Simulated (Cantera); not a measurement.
Cantera run, input and output.

```python
import numpy as np
import cantera as ct

gas = ct.Solution("gri30.yaml")
gas.TPX = 1500, 1500000, {'CH4': 1, 'C2H6': 0.1, 'C3H8': 0.25, 'O2': 3, 'N2': 11.3}
reactor = ct.IdealGasConstPressureReactor(gas, energy="on", clone=False)
net = ct.ReactorNet([reactor])
net.rtol, net.atol = 1e-08, 1e-16
show = ['CH4', 'C2H6', 'C3H8', 'NO2', 'NO', 'O2']
times = np.geomspace(5e-06, 0.8, 10)

steps = ct.SolutionArray(gas, extra=["t"])
rows = []
print(f"{'t/s':>10s}{'T/K':>9s}{'P/Pa':>11s}" + "".join(f"{s:>11s}" for s in show))
for t in times:
    while net.time < t:
        t_next = net.step()
        steps.append(gas.state, t=t_next)
    rows.append([np.interp(t, steps.t, y) for y in (steps.T, steps.P, *steps(*show).X.T)])
    print(f"{t:10.3e}{rows[-1][0]:9.1f}{rows[-1][1]:11.4g}" + "".join(f"{x:11.3e}" for x in rows[-1][2:]))
rate = np.gradient(steps.T, steps.t)
print("integrator steps:", len(steps.t))
if steps.T.max() > steps.T[0] + 200:
    print(f"time of steepest temperature rise: {steps.t[rate.argmax()]:.4e} s")
gas.TPX = 1500, 1500000, {'CH4': 1, 'C2H6': 0.1, 'C3H8': 0.25, 'O2': 3, 'N2': 11.3}
gas.equilibrate("HP")
print(f"equilibrium (HP): T = {gas.T:.1f} K  " + "  ".join(f"{s} {gas[s].X[0]:.3e}" for s in show))
```

It prints:

```
       t/s      T/K       P/Pa        CH4       C2H6       C3H8        NO2         NO         O2
 5.000e-06   1500.8    1.5e+06  6.319e-02  6.328e-03  1.467e-02  8.936e-14  2.241e-12  1.903e-01
 1.893e-05   1582.3    1.5e+06  5.434e-02  4.845e-03  5.969e-03  3.107e-11  2.180e-10  1.717e-01
 7.169e-05   2963.1    1.5e+06  8.780e-13  1.707e-24  7.980e-36  8.131e-07  2.475e-03  4.303e-03
 2.714e-04   2952.3    1.5e+06  9.861e-13  2.085e-24  1.059e-35  1.666e-06  5.368e-03  3.779e-03
 1.028e-03   2951.6    1.5e+06  9.935e-13  2.112e-24  1.078e-35  1.717e-06  5.553e-03  3.747e-03
 3.892e-03   2951.6    1.5e+06  9.935e-13  2.112e-24  1.078e-35  1.717e-06  5.553e-03  3.747e-03
 1.474e-02   2951.6    1.5e+06  9.935e-13  2.112e-24  1.078e-35  1.717e-06  5.553e-03  3.747e-03
 5.580e-02   2951.6    1.5e+06  9.935e-13  2.112e-24  1.078e-35  1.717e-06  5.553e-03  3.747e-03
 2.113e-01   2951.6    1.5e+06  9.935e-13  2.112e-24  1.078e-35  1.717e-06  5.553e-03  3.747e-03
 8.000e-01   2951.6    1.5e+06  9.935e-13  2.112e-24  1.078e-35  1.717e-06  5.553e-03  3.747e-03
integrator steps: 1782
time of steepest temperature rise: 2.4219e-05 s
equilibrium (HP): T = 2951.6 K  CH4 1.190e-12  C2H6 2.860e-24  C3H8 1.558e-35  NO2 1.717e-06  NO 5.553e-03  O2 3.747e-03
```

Cantera simulation using GRI-Mech 3.0 (53 species, 325 reactions); the numbers are that mechanism's predictions, not measurements. GRI-Mech 3.0 was tuned for natural gas; its chemistry of propane as a main component is partial and can be far from experiment. The pressure lies above the range GRI-Mech 3.0 was tuned for (to about 10 atm).
